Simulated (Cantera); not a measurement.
Cantera run, input and output.

```python
import numpy as np
import cantera as ct

gas = ct.Solution("gri30.yaml")
gas.TPX = 925, 1333, {'H2': 0.27, 'O2': 1}
inlet = ct.Reservoir(gas, clone=True)

reactor = ct.IdealGasConstPressureReactor(gas, energy="off", clone=False)
exhaust = ct.Reservoir(gas, clone=True)
tau = [1.2, 0.63, 0.33, 0.17, 0.09, 0.047, 0.025, 0.013, 0.0068][0]
for a, b in ((inlet, reactor), (reactor, exhaust)):
    ct.MassFlowController(a, b, mdot=lambda t: reactor.mass / tau)
net = ct.ReactorNet([reactor])
show = ['H2', 'O2', 'HO2', 'OH', 'H2O2', 'H', 'H2O']

rows = []
print(f"{'tau/s':>10s}{'T/K':>9s}" + "".join(f"{s:>11s}" for s in show))
for tau in [1.2, 0.63, 0.33, 0.17, 0.09, 0.047, 0.025, 0.013, 0.0068]:
    net.initial_time = 0.0
    net.advance(30 * tau)
    before = gas.X
    net.advance(40 * tau)
    drift = np.max(np.abs(gas.X - before) / (gas.X + 1e-9))
    rows.append([gas.T, *gas[show].X, drift])
    print(f"{tau:10.3e}{gas.T:9.1f}" + "".join(f"{x:11.3e}" for x in gas[show].X))
```

Result:

```
     tau/s      T/K         H2         O2        HO2         OH       H2O2          H        H2O
 1.200e+00    925.0  2.405e-03  7.614e-01  1.266e-05  4.316e-04  4.490e-07  2.349e-04  2.347e-01
 6.300e-01    925.0  3.457e-03  7.611e-01  1.463e-05  5.635e-04  4.884e-07  4.456e-04  2.333e-01
 3.300e-01    925.0  4.945e-03  7.607e-01  1.649e-05  7.406e-04  5.257e-07  8.449e-04  2.312e-01
 1.700e-01    925.0  7.101e-03  7.599e-01  1.818e-05  9.834e-04  5.596e-07  1.622e-03  2.280e-01
 9.000e-02    925.0  1.001e-02  7.588e-01  1.948e-05  1.290e-03  5.844e-07  3.012e-03  2.235e-01
 4.700e-02    925.0  1.417e-02  7.570e-01  2.037e-05  1.692e-03  5.968e-07  5.599e-03  2.167e-01
 2.500e-02    925.0  1.983e-02  7.545e-01  2.070e-05  2.175e-03  5.911e-07  1.002e-02  2.069e-01
 1.300e-02    925.0  2.806e-02  7.506e-01  2.038e-05  2.756e-03  5.630e-07  1.761e-02  1.919e-01
 6.800e-03    925.0  3.959e-02  7.457e-01  1.932e-05  3.349e-03  5.144e-07  2.865e-02  1.709e-01
```

Cantera simulation using GRI-Mech 3.0 (53 species, 325 reactions); the numbers are that mechanism's predictions, not measurements. Radical loss at walls, strong at low pressure, is not modelled. Below about 950 K walls govern HO2 and H2O2 in real vessels. The temperature is held fixed by assumption; the heat of reaction is taken as removed at once.
